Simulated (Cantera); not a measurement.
A freely propagating, adiabatic, planar premixed flame of H2 : O2 : N2 = 1 : 0.263 : 1 (molar parts), equivalence ratio 1.9, unburnt at 325 K and 28000 Pa; mixture-averaged transport, grid criteria slope 0.08 and curve 0.16, no radiation.

Model: the H2/O2 subset of GRI-Mech 3.0, which has no nitrogen chemistry, integrated in Cantera. Burning velocities carry a grid error of a few per cent, more on coarse grids.

x: mole fraction of selected species; z is measured from the peak of heat release.

```tsv
z (mm)	T (K)	u (m/s)	x H2	x O2	x H	x H2O2	x O	x HO2
-5.60	325	3.02	0.442	0.116	<1e-8	<1e-8	<1e-8	<1e-8
-3.73	325	3.02	0.442	0.116	<1e-8	<1e-8	<1e-8	<1e-8
-2.80	325	3.02	0.442	0.116	<1e-8	<1e-8	<1e-8	<1e-8
-1.87	325	3.02	0.442	0.116	<1e-8	<1e-8	<1e-8	<1e-8
-0.933	338	3.13	0.439	0.117	1.36e-5	6.10e-6	1.47e-6	8.36e-5
-0.467	625	5.64	0.404	0.110	0.00783	4.22e-5	0.000161	9.03e-5
0	1047	9.17	0.301	0.0747	0.0511	6.93e-7	0.00267	2.78e-5
0.467	1313	11.4	?	?	0.0914	?	?	?
0.933	1421	12.3	0.183	0.00308	0.0957	2.60e-7	0.00180	1.01e-6
1.87	1524	13.1	0.187	0.000845	0.0848	2.14e-7	0.00134	2.58e-7
3.73	1635	14.0	0.196	0.000630	0.0696	1.53e-7	0.00110	1.79e-7
7.47	1748	14.8	0.206	0.000427	0.0537	8.91e-8	0.000784	1.18e-7
14.9	1853	15.6	0.214	0.000246	0.0389	4.61e-8	0.000472	7.07e-8
```

Complete the blanks.


- 0.467, x H2: 0.204
- 0.467, x O2: 0.0183
- 0.467, x H2O2: 3.90e-7
- 0.467, x O: 0.00345
- 0.467, x HO2: 6.37e-6
